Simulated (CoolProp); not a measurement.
Vapour-liquid equilibrium of acetone (1) + n-decane (2) at 302.8 K; x and y are mole fractions of (1).

The numbers come from the multi-fluid Helmholtz-energy mixture model, Lemmon 2006 and Lemmon 2006; pair parameters Bell 2016 in CoolProp.

| x | bubble pressure, mixture model (kPa) | bubble pressure, Raoult's law (kPa) | y, mixture model | y, Raoult's law |
|---|---|---|---|---|
| 0.05 | 5.504 | 2.108 | (withheld) | 0.887 |
| 0.125 | 13.17 | 4.896 | 0.983 | 0.955 |
| 0.2 | (withheld) | 7.683 | 0.989 | 0.974 |
| 0.275 | 24.47 | 10.47 | 0.992 | 0.983 |
| 0.35 | (withheld) | 13.26 | 0.993 | 0.988 |
| 0.425 | 29.49 | 16.04 | 0.994 | 0.991 |
| 0.5 | 30.44 | 18.83 | 0.994 | 0.993 |
| 0.575 | 30.92 | 21.62 | 0.994 | 0.995 |
| 0.65 | 31.27 | 24.41 | 0.994 | 0.996 |
| 0.725 | 31.74 | 27.19 | 0.995 | 0.997 |
| 0.8 | 32.55 | 29.98 | 0.995 | 0.998 |
| 0.875 | 33.84 | 32.77 | 0.996 | 0.999 |
| 0.95 | (withheld) | 35.55 | 0.998 | 1.000 |

**Question.** What belongs in the gaps?

**Answer.** 
- 0.05, y, mixture model: 0.956
- 0.2, bubble pressure, mixture model (kPa): 19.65
- 0.35, bubble pressure, mixture model (kPa): 27.64
- 0.95, bubble pressure, mixture model (kPa): 35.74

The largest gap from Raoult's law is +169.0 % in bubble pressure, at x = 0.125. No azeotrope shows between x = 0.05 and 0.95.

Pair parameters are fitted to limited data, so mixtures are less certain than the pure fluids. With so large a gap from Raoult's law the liquid may split in two, which this calculation doesn't test in full.
